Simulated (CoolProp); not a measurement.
Saturation properties of CH3F (R41) (Tc = 317.3 K, pc = 5.906 MPa, ω = 0.200).

The numbers come from the reference Helmholtz-energy equation of state, Lemmon 2006 in CoolProp. It is a short technical equation, of lower accuracy than the large ones.

| T (K) | p (MPa) | vapour density (kg/m³) | enthalpy of vaporisation (kJ/kg) | liquid cp (kJ/(kg K)) |
|---|---|---|---|---|
| 245.2 | 0.8791 | 17.54 | 402.7 | 2.275 |
| 248.5 | 0.9805 | 19.58 | 395.6 | 2.302 |
| 251.7 | 1.087 | 21.74 | 388.6 | 2.331 |
| 254.9 | 1.202 | 24.11 | 381.2 | 2.363 |
| 258.2 | 1.330 | 26.78 | 373.3 | 2.400 |
| 261.4 | 1.463 | 29.62 | 365.4 | 2.439 |
| 264.6 | 1.606 | 32.72 | 357.1 | 2.483 |
| 267.9 | 1.765 | 36.24 | 348.2 | 2.534 |
| 271.1 | 1.929 | 39.98 | 339.1 | 2.590 |
| 274.3 | 2.105 | 44.11 | 329.6 | 2.654 |
| 277.6 | 2.298 | 48.80 | 319.3 | 2.730 |
| 280.8 | 2.498 | 53.84 | 308.7 | 2.815 |

It boils at 194.8 K under 1 atm.
